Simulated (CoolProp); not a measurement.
Vapour-liquid equilibrium of methanol (1) + ethylbenzene (2) at 344.5 K; x and y are mole fractions of (1).

The numbers come from the multi-fluid Helmholtz-energy mixture model, de Reuck 1993 and Zhou 2012; pair parameters Bell 2016 in CoolProp.

Question: Give the bubble pressure and the first vapour's composition at x = 0.35, 0.65, 0.8. Is there an azeotrope?

Answer: x = 0.35: 1.122 bar, y = 0.903; x = 0.65: 1.171 bar, y = 0.911; x = 0.8: 1.218 bar, y = 0.927. No azeotrope shows between x = 0.05 and 0.95.

Pair parameters are fitted to limited data, so mixtures are less certain than the pure fluids. With so large a gap from Raoult's law the liquid may split in two, which this calculation doesn't test in full.
